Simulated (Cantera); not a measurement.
**Premixed flame**

A freely propagating, adiabatic, planar premixed flame of CH4 : O2 : N2 = 1 : 2.44 : 9.17 (molar parts), unburnt at 573 K and 2.70 bar; mixture-averaged transport, grid criteria slope 0.08 and curve 0.16, no radiation.

Computed with Cantera and GRI-Mech 3.0 (53 species, 325 reactions). Burning velocities carry a grid error of a few per cent, more on coarse grids.

```json
[
 {"z (mm)": "-0.530", "T (K)": "573", "u (m/s)": "0.701", "x CH4": "0.0792", "x O2": "0.193", "x NO": "<1e-8", "x CO": "7.99e-6", "x N2O": "<1e-8", "x HO2": "1.51e-7"},
 {"z (mm)": "-0.353", "T (K)": "577", "u (m/s)": "0.707", "x CH4": "0.0788", "x O2": "0.193", "x NO": "<1e-8", "x CO": "7.75e-5", "x N2O": "<1e-8", "x HO2": "1.46e-6"},
 {"z (mm)": "-0.265", "T (K)": "590", "u (m/s)": "0.724", "x CH4": "0.0778", "x O2": "0.192", "x NO": "2.16e-8", "x CO": "0.000328", "x N2O": "<1e-8", "x HO2": "6.19e-6"},
 {"z (mm)": "-0.177", "T (K)": "659", "u (m/s)": "0.812", "x CH4": "0.0732", "x O2": "0.186", "x NO": "1.52e-7", "x CO": "0.00189", "x N2O": "<1e-8", "x HO2": "3.63e-5"},
 {"z (mm)": "-0.0884", "T (K)": "1020", "u (m/s)": "1.27", "x CH4": "0.0508", "x O2": "0.155", "x NO": "1.61e-6", "x CO": "0.0120", "x N2O": "4.64e-8", "x HO2": "0.000166"},
 {"z (mm)": "-0.0442", "T (K)": "1394", "u (m/s)": "1.74", "x CH4": "0.0274", "x O2": "0.118", "x NO": "3.86e-6", "x CO": "0.0242", "x N2O": "1.18e-7", "x HO2": "0.000225"},
 {"z (mm)": "0", "T (K)": "1756", "u (m/s)": "2.20", "x CH4": "0.00584", "x O2": "0.0759", "x NO": "7.45e-6", "x CO": "0.0345", "x N2O": "2.49e-7", "x HO2": "0.000139"},
 {"z (mm)": "0.0442", "T (K)": "1911", "u (m/s)": "2.39", "x CH4": "0.000310", "x O2": "0.0535", "x NO": "1.18e-5", "x CO": "0.0290", "x N2O": "4.19e-7", "x HO2": "3.20e-5"},
 {"z (mm)": "0.0884", "T (K)": "1974", "u (m/s)": "2.46", "x CH4": "8.69e-6", "x O2": "0.0463", "x NO": "1.52e-5", "x CO": "0.0206", "x N2O": "5.33e-7", "x HO2": "1.82e-5"},
 {"z (mm)": "0.177", "T (K)": "2052", "u (m/s)": "2.54", "x CH4": "1.15e-8", "x O2": "0.0416", "x NO": "2.01e-5", "x CO": "0.0125", "x N2O": "6.15e-7", "x HO2": "1.19e-5"},
 {"z (mm)": "0.353", "T (K)": "2128", "u (m/s)": "2.62", "x CH4": "<1e-8", "x O2": "0.0385", "x NO": "2.74e-5", "x CO": "0.00743", "x N2O": "6.68e-7", "x HO2": "6.82e-6"},
 {"z (mm)": "0.707", "T (K)": "2183", "u (m/s)": "2.68", "x CH4": "<1e-8", "x O2": "0.0366", "x NO": "3.72e-5", "x CO": "0.00416", "x N2O": "6.38e-7", "x HO2": "3.95e-6"},
 {"z (mm)": "1.41", "T (K)": "2211", "u (m/s)": "2.71", "x CH4": "<1e-8", "x O2": "0.0357", "x NO": "4.95e-5", "x CO": "0.00233", "x N2O": "5.08e-7", "x HO2": "2.90e-6"}
]
```
x: mole fraction of selected species; z is measured from the peak of heat release.

```
Quantity                     Result
------------------------  ---------
laminar burning velocity  70.0 cm/s
thermal thickness          0.177 mm
peak x(CO)                   0.0347
peak x(HO2)                0.000228
grid points                     144
```
